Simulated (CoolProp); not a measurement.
Computed with CoolProp (reference Helmholtz-energy equation of state, Lemmon 2004). It is a short technical equation, of lower accuracy than the large ones.

**Question.** Give the vapour pressure (MPa), vapour density (kg/m³), enthalpy of vaporisation (kJ/kg), liquid conductivity (mW/(m K)) of saturated n-dodecane at 442.2, 586.7 K.

**Answer.** 
```json
[
 {"T (K)": "442.2", "p (MPa)": "0.0283", "vapour density (kg/m³)": "1.35", "enthalpy of vaporisation (kJ/kg)": "284", "liquid conductivity (mW/(m K))": "104"},
 {"T (K)": "586.7", "p (MPa)": "0.658", "vapour density (kg/m³)": "31.7", "enthalpy of vaporisation (kJ/kg)": "179", "liquid conductivity (mW/(m K))": "76.9"}
]
```

Thermal conductivity comes from a separate model (Huber 2004).
